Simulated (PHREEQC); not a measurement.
# Ultrapure water in contact with air or piping: speciation

Model water analysis in mg/L, 20 °C, pH 6.18, pe -1.6:

```json
[
 {"constituent": "Na", "mg/L": "0.00377"},
 {"constituent": "K", "mg/L": "0.00263"},
 {"constituent": "Ca", "mg/L": "0.0151"},
 {"constituent": "Mg", "mg/L": "0.00102"},
 {"constituent": "Cl", "mg/L": "0.00233"},
 {"constituent": "S(6) as SO4", "mg/L": "0.000685"},
 {"constituent": "Alkalinity as HCO3", "mg/L": "0.0631"},
 {"constituent": "Br", "mg/L": "0.00159"},
 {"constituent": "Fe(2)", "mg/L": "2.58e-05"}
]
```

Valence states are taken as typed.

The numbers come from PHREEQC with the ion-association model, phreeqc.dat.

Precipitation was switched off in this run.

**Question.** Estimate the ionic strength, charge-balance error.

**Answer.** ionic strength 2.19e-6 mol/kgw; charge-balance error -1.8 %.

**Question.** In which forms is C present?

**Answer.** CO2 61 %, HCO3- 39 % of the C.
